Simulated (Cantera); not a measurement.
Feed: 1 mol S, 0.51 mol O2, 0.083 mol H2, 0.91 mol SO2, equilibrated at 58.0 bar.

Cantera equilibrium calculation (NASA polynomials, part measured and part estimated; ideal gas, pure solids and liquids). Candidate condensed phases: H2O, H2SO4, S; 19 gas species. The ideal-gas law is rough above about 30 bar. Gases not in the tables: S3 to S7. Kinetics and transport are ignored.

Q: Which condensed phases are stable at each of these points (T (K)): 798, 873, 948, 1023, 1098, 1173, 1248, 1323, 1398, 1473, 1548, 1623?

A: 
```json
[
 {"T (K)": "798", "condensed phases": "S(l)"},
 {"T (K)": "873", "condensed phases": "S(l)"},
 {"T (K)": "948", "condensed phases": "S(l)"},
 {"T (K)": "1023", "condensed phases": "gas only"},
 {"T (K)": "1098", "condensed phases": "gas only"},
 {"T (K)": "1173", "condensed phases": "gas only"},
 {"T (K)": "1248", "condensed phases": "gas only"},
 {"T (K)": "1323", "condensed phases": "gas only"},
 {"T (K)": "1398", "condensed phases": "gas only"},
 {"T (K)": "1473", "condensed phases": "gas only"},
 {"T (K)": "1548", "condensed phases": "gas only"},
 {"T (K)": "1623", "condensed phases": "gas only"}
]
```

From 798 K to 948 K the condensed part is S(l). From 1023 K to 1623 K nothing is condensed.
